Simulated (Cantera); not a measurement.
## Equilibrium for roasting and sulfation: FeS₂ + H₂S + N₂

Input: 1 mol FeS₂, 0.69 mol H₂S, 16 mol N₂, equilibrated at 1002 °C and 825 Torr.

Cantera equilibrium calculation (NASA polynomials, part measured and part estimated; ideal gas, pure solids and liquids). Candidate condensed phases: Fe, FeS, FeS₂, S; 16 gas species. FeS: taken at fixed stoichiometry. Gases not in the tables: S₃ to S₇. Kinetics and transport are ignored.

* **x(N₂)**: 0.926
* **x(S₂)**: 0.0345
* **x(H₂S)**: 0.0286
* **x(H₂)**: 0.0112
* **x(SH)**: 0.000111
* **n(FeS(s))**: 1.00 mol
* **gas amount**: 17.29 mol
* **log10 activity of S(l) (absent)**: -1.64
* **log10 activity of Fe(γ) (absent)**: -2.61
